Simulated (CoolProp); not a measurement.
Vapour-liquid equilibrium of carbon dioxide (1) + propylene (2) at 0.982 MPa; x and y are mole fractions of (1).

Model: multi-fluid Helmholtz-energy mixture model, Span 1996 and Lemmon 2013; pair parameters Bell 2016, in CoolProp.

```
x     bubble temperature (°C)  y at the bubble point  dew temperature at overall composition x (°C)  liquid density (mol/L)
----  -----------------------  ---------------------  ---------------------------------------------  ----------------------
0.05                      7.8                  0.254                                           16.6                   12.93
0.15                     -8.2                  0.557                                           12.4                   14.06
0.25                    -18.2                  0.704                                            8.0                   15.09
0.35                    -24.6                  0.783                                            3.2                   16.07
0.45                    -28.9                  0.831                                           -2.0                   17.09
0.55                    -32.0                  0.865                                           -7.7                   18.18
0.65                    -34.3                  0.892                                          -14.2                   19.39
0.75                    -36.3                  0.917                                          -21.8                   20.78
0.85                    -38.1                  0.945                                          -30.6                   22.40
0.95                    -39.8                  0.979                                          -38.4                   24.32
```

No azeotrope shows between x = 0.05 and 0.95.

The pair parameters rest on a limited set of measurements; away from them the model extrapolates.
